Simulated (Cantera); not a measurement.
Cantera run, input and output.

```python
import numpy as np
import cantera as ct

surf = ct.Interface("diamond.yaml", "diamond_100")
gas, bulk = surf.adjacent["gas"], surf.adjacent["diamond"]
k = surf.kinetics_species_index(bulk.species_names[0])
cover = ["c6HH", "c6H*", "c6*H", "c6**", "c6HM", "c6B"]

rows, drift = [], 0.0
print(f"{'P':>10s}{'um/h':>11s}" + "".join(f"{s:>11s}" for s in cover))
for v in [400, 630, 1000, 1600, 2500, 4000, 6400, 10000]:
    T, P, xH, xCH3 = 1198, v, 0.0053, 0.00057
    gas.TPX = T, P, {"H": xH, "CH3": xCH3, "CH4": 0.02, "H2": 1 - xH - xCH3 - 0.02}
    surf.TP = bulk.TP = T, P
    surf.coverages = "c6H*:0.1, c6HH:0.9"
    surf.advance_coverages(100.0)
    before = surf.coverages
    surf.advance_coverages(100.0)
    drift = max(drift, np.max(np.abs(surf.coverages - before) / (surf.coverages + 1e-9)))
    rate = surf.net_production_rates[k] * bulk.mean_molecular_weight / bulk.density * 3.6e9
    rows.append([rate, *surf[cover].coverages])
    print(f"{v:10.4g}{rate:11.4e}" + "".join(f"{x:11.3e}" for x in rows[-1][1:]))
```

It prints:

```
         P       um/h       c6HH       c6H*       c6*H       c6**       c6HM        c6B
       400 2.2904e-01  4.427e-01  3.800e-02  4.883e-01  2.838e-02  8.709e-04  6.215e-10
       630 4.2430e-01  4.423e-01  3.797e-02  4.879e-01  2.835e-02  1.350e-03  1.151e-09
      1000 8.2507e-01  4.418e-01  3.792e-02  4.873e-01  2.831e-02  2.083e-03  2.239e-09
      1600 1.6813e+00  4.411e-01  3.786e-02  4.863e-01  2.825e-02  3.184e-03  4.562e-09
      2500 3.3799e+00  4.401e-01  3.777e-02  4.851e-01  2.818e-02  4.658e-03  9.172e-09
      4000 7.1014e+00  4.387e-01  3.765e-02  4.833e-01  2.808e-02  6.732e-03  1.927e-08
      6400 1.4749e+01  4.369e-01  3.751e-02  4.811e-01  2.796e-02  9.327e-03  4.002e-08
     1e+04 2.8763e+01  4.350e-01  3.736e-02  4.787e-01  2.783e-02  1.213e-02  7.805e-08
```

Detailed kinetics in Cantera: the Harris–Goodwin 1993 mechanism for the reconstructed diamond (100) surface.
